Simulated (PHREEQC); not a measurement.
Reverse-osmosis permeate: speciation

A made-up water analysis in mg/kgw, 20 °C, pH 5.66, pe 12.5: Na 2.81; K 2.3; Ca 0.842; Mg 0.751; Cl 3.34; S(6) as SO4 0.256; Alkalinity as HCO3 11.4; Zn 0.0309; Pb 0.103.

Na is adjusted to close the charge balance.
Valence states are taken as typed.

Model: ion-association model, phreeqc.dat, run in PHREEQC.

Each row changes one thing in this solution. This is a speciation only: nothing precipitates in the calculation.

```csv
case,CO2 (mol/kgw),MgHCO3+ (mol/kgw),CaHCO3+ (mol/kgw),PbCO3 (mol/kgw),MgSO4 (mol/kgw),NaHCO3 (mol/kgw),SI of Pb(OH)2 (Pb(OH)2),SI of Anglesite (PbSO4)
as made,0.000975,6.14e-8,4.27e-8,2.34e-8,1.41e-8,1.28e-8,-3.43,-4.22
Ca from 0.842 to 0.421 mg/kgw,0.000975,6.15e-8,2.13e-8,2.34e-8,1.42e-8,1.50e-8,-3.43,-4.22
pH from 5.66 to 5.5 at the same alkalinity,0.00142,…,4.29e-8,…,1.41e-8,1.28e-8,-3.74,-4.21
temperature from 20 to 45 °C at the same typed pH,…,7.07e-8,5.67e-8,3.44e-8,2.58e-8,1.11e-8,-2.62,-4.36
K from 2.3 to 6.9 mg/kgw,0.000975,6.14e-8,4.27e-8,2.34e-8,1.41e-8,4.37e-10,-3.43,-4.22
```

Problem. What belongs in the gaps?

Solution. 
- pH from 5.66 to 5.5 at the same alkalinity, MgHCO3+ (mol/kgw): 6.17e-8
- pH from 5.66 to 5.5 at the same alkalinity, PbCO3 (mol/kgw): 1.65e-8
- temperature from 20 to 45 °C at the same typed pH, CO2 (mol/kgw): 0.000787

At this temperature some constants are extrapolated from 25 °C, and those without enthalpy data are left unchanged.
